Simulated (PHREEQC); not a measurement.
Consider water at 25 °C with 0.0025 mol H2SO4, 0.085 mol Rb2SO4 and 0.067 mol Na2SO4 per kg of water. Closed to the air; pH follows from the charge balance.

Computed with PHREEQC (ion-association model, wateq4f.dat).

The ionic strength comes out as 0.421 mol/kgw. What activity coefficients do H+, Na+, NaSO4-, Rb+, SO4-2 get?

H+ 0.77, Na+ 0.71, NaSO4- 0.70, Rb+ 0.73, SO4-2 0.22.

No solid was allowed to form. Species that the database lacks are ignored.
